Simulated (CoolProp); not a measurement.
Methanol along the isobar 12.8 MPa: density (kg/m³) from the reference equation and from simpler models built on Tc = 513.4 K, pc = 8.216 MPa, ω = 0.565; each cubic takes its own stable root.

The numbers come from the reference Helmholtz-energy equation of state, de Reuck 1993 in CoolProp.

```json
[
 {"T (K)": "325.4", "phase": "liquid", "reference": "774.0"},
 {"T (K)": "345.6", "phase": "liquid", "reference": "755.6"},
 {"T (K)": "365.8", "phase": "liquid", "reference": "736.3"},
 {"T (K)": "385.9", "phase": "liquid", "reference": "715.8"},
 {"T (K)": "406.1", "phase": "liquid", "reference": "693.4"},
 {"T (K)": "426.3", "phase": "liquid", "reference": "668.4"},
 {"T (K)": "446.5", "phase": "liquid", "reference": "640.0"},
 {"T (K)": "466.6", "phase": "liquid", "reference": "606.9"},
 {"T (K)": "486.8", "phase": "liquid", "reference": "566.1"},
 {"T (K)": "507", "phase": "liquid", "reference": "512.0"},
 {"T (K)": "527.2", "phase": "supercritical", "reference": "425.5"},
 {"T (K)": "547.4", "phase": "supercritical", "reference": "249.3"},
 {"T (K)": "567.5", "phase": "supercritical", "reference": "160.6"},
 {"T (K)": "587.7", "phase": "supercritical", "reference": "130.9"},
 {"T (K)": "607.9", "phase": "supercritical", "reference": "115.4"}
]
```

How far does each simpler model (van der Waals, Redlich-Kwong, Soave-Redlich-Kwong, Peng-Robinson) lie from the reference over these 15 states: mean and median of the absolute difference, and the worst?


- van der Waals: mean 40.4 %, median 49.3 %, worst -50.3 % at 325.4 K and 12.8 MPa
- Redlich-Kwong: mean 25.5 %, median 29.9 %, worst -33.8 % at 507 K and 12.8 MPa
- Soave-Redlich-Kwong: mean 23.1 %, median 24.6 %, worst -34.9 % at 527.2 K and 12.8 MPa
- Peng-Robinson: mean 15.1 %, median 15.6 %, worst -28.8 % at 527.2 K and 12.8 MPa
